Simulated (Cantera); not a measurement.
Feed: 1 mol HF, 1.2 mol O2, held at 0.0190 bar.

Method: chemical equilibrium by Gibbs-energy minimisation in Cantera with the NASA 1993 tables (ideal gas, pure condensed phases). Candidate condensed phases: H2O; 22 gas species. Kinetics and transport are ignored.

### Question
At 1923 K, list the 6 most abundant gas species with their mole fractions, and the condensed phases.

### Answer
O2 0.543, HF 0.453, O 0.00194, F 0.00114, H2O 0.000416, OH 0.000305. Condensed: gas only.
